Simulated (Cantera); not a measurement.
An adiabatic, constant-pressure homogeneous reactor starts with CO : H2 : O2 : N2 : CO2 = 1 : 0.11 : 1.54 : 5.8 : 1.6 (molar parts), at 1600 K and 0.210 bar.

Cantera simulation using GRI-Mech 3.0 (53 species, 325 reactions); the numbers are that mechanism's predictions, not measurements.

Question: Predict: time of steepest temperature rise; temperature at 2.00 s; equilibrium temperature; x(CO) at 2.00 s; x(H2) at 2.00 s; x(O2) at 2.00 s; x(NO) at 2.00 s; x(H2O) at 2.00 s; x(CO2) at 2.00 s.

Answer: 
```
Item                                                                 Value
---------------------------------  ---------------------------------------
time of steepest temperature rise                                 0.192 ms
temperature at 2.00 s                                               2230 K
equilibrium temperature                                             2230 K
x(CO) at 2.00 s                      0.0130 (gas-phase equilibrium 0.0130)
x(H2) at 2.00 s                    9.56e-5 (gas-phase equilibrium 9.55e-5)
x(O2) at 2.00 s                        0.104 (gas-phase equilibrium 0.104)
x(NO) at 2.00 s                    0.00827 (gas-phase equilibrium 0.00832)
x(H2O) at 2.00 s                     0.0102 (gas-phase equilibrium 0.0102)
x(CO2) at 2.00 s                       0.259 (gas-phase equilibrium 0.259)
```
